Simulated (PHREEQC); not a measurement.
Nickel, zinc or cadmium bath

Make-up at 87 °C: 0.1 mol ZnSO4, 0.87 mol NaCl and 0.0033 mol Fe2(SO4)3 per kg of water. Closed to the air; pH follows from the charge balance.

Computed with PHREEQC (ion-association model, phreeqc.dat).

No solid was allowed to form.

Task: Predict the pH, activity of water, density.

Result: pH 3.03; activity of water 0.970; density 1.014 g/cm³.

Task: In which forms is Zn present?

Result: ZnCl+ 41 %, ZnCl4-2 16 %, Zn+2 16 %, ZnCl3- 13 %, ZnCl2 9.5 %, ZnSO4 4.2 % of the Zn.

The solution is supersaturated, for example in Hematite (slow to form), Goethite (slow to form), so a real one may precipitate; this is no full list. The ionic strength is past about 0.7 mol/kgw, beyond the range of this activity model, so the values are rough. Constants without temperature data keep their 25 °C values here.
